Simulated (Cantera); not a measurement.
What does this Cantera script print?

```python
import numpy as np
import cantera as ct

gas = ct.Solution("gri30.yaml")
gas.TPX = 1398, 101325, {'N2O': 1, 'N2': 0.2}
reactor = ct.IdealGasConstPressureReactor(gas, energy="off", clone=False)
net = ct.ReactorNet([reactor])
net.rtol, net.atol = 1e-08, 1e-18
show = ['N2O', 'N2', 'NO2', 'NO', 'O', 'O2']
times = np.geomspace(0.0003, 60, 15)

steps = ct.SolutionArray(gas, extra=["t"])
rows = []
print(f"{'t/s':>10s}{'T/K':>9s}{'P/Pa':>11s}" + "".join(f"{s:>11s}" for s in show))
for t in times:
    while net.time < t:
        t_next = net.step()
        steps.append(gas.state, t=t_next)
    rows.append([np.interp(t, steps.t, y) for y in (steps.T, steps.P, *steps(*show).X.T)])
    print(f"{t:10.3e}{rows[-1][0]:9.1f}{rows[-1][1]:11.4g}" + "".join(f"{x:11.3e}" for x in rows[-1][2:]))
rate = np.gradient(steps.T, steps.t)
print("integrator steps:", len(steps.t))
if steps.T.max() > steps.T[0] + 200:
    print(f"time of steepest temperature rise: {steps.t[rate.argmax()]:.4e} s")
gas.TPX = 1398, 101325, {'N2O': 1, 'N2': 0.2}
gas.equilibrate("TP")
print(f"equilibrium (TP): T = {gas.T:.1f} K  " + "  ".join(f"{s} {gas[s].X[0]:.3e}" for s in show))
```

It prints:

```
       t/s      T/K       P/Pa        N2O         N2        NO2         NO          O         O2
 3.000e-04   1398.0  1.013e+05  8.282e-01  1.696e-01  6.749e-07  7.076e-04  2.369e-05  1.452e-03
 7.174e-04   1398.0  1.013e+05  8.210e-01  1.738e-01  3.465e-06  1.692e-03  2.366e-05  3.478e-03
 1.716e-03   1398.0  1.013e+05  8.043e-01  1.834e-01  1.531e-05  3.991e-03  2.355e-05  8.223e-03
 4.103e-03   1398.0  1.013e+05  7.662e-01  2.055e-01  5.311e-05  9.195e-03  2.326e-05  1.904e-02
 9.811e-03   1398.0  1.013e+05  6.848e-01  2.527e-01  1.410e-04  2.018e-02  2.254e-05  4.220e-02
 2.346e-02   1398.0  1.013e+05  5.332e-01  3.408e-01  3.016e-04  4.005e-02  2.085e-05  8.563e-02
 5.610e-02   1398.0  1.013e+05  3.167e-01  4.677e-01  5.156e-04  6.628e-02  1.711e-05  1.487e-01
 1.342e-01   1398.0  1.013e+05  1.179e-01  5.869e-01  6.742e-04  8.531e-02  1.023e-05  2.093e-01
 3.208e-01   1398.0  1.013e+05  2.038e-02  6.479e-01  7.140e-04  8.937e-02  2.934e-06  2.416e-01
 7.672e-01   1398.0  1.013e+05  6.468e-04  6.609e-01  7.250e-04  8.899e-02  5.451e-07  2.488e-01
 1.835e+00   1398.0  1.013e+05  2.651e-06  6.613e-01  7.268e-04  8.892e-02  4.584e-07  2.490e-01
 4.387e+00   1398.0  1.013e+05  2.431e-06  6.614e-01  7.260e-04  8.883e-02  4.584e-07  2.491e-01
 1.049e+01   1398.0  1.013e+05  2.419e-06  6.615e-01  7.244e-04  8.860e-02  4.585e-07  2.492e-01
 2.509e+01   1398.0  1.013e+05  2.390e-06  6.617e-01  7.204e-04  8.807e-02  4.587e-07  2.495e-01
 6.000e+01   1398.0  1.013e+05  2.324e-06  6.624e-01  7.110e-04  8.681e-02  4.593e-07  2.501e-01
integrator steps: 1101
equilibrium (TP): T = 1398.0 K  N2O 4.876e-08  N2 7.055e-01  NO2 7.152e-06  NO 8.058e-04  O 4.970e-07  O2 2.937e-01
```

Computed with Cantera and GRI-Mech 3.0 (53 species, 325 reactions). GRI-Mech 3.0 was tuned for natural gas; its chemistry of N2O as a main component is partial and can be far from experiment. The mechanism lacks the step 2 NO + O2 → 2 NO2, which can matter for NO2 below about 1400 K. The temperature is held fixed by assumption; the heat of reaction is taken as removed at once.
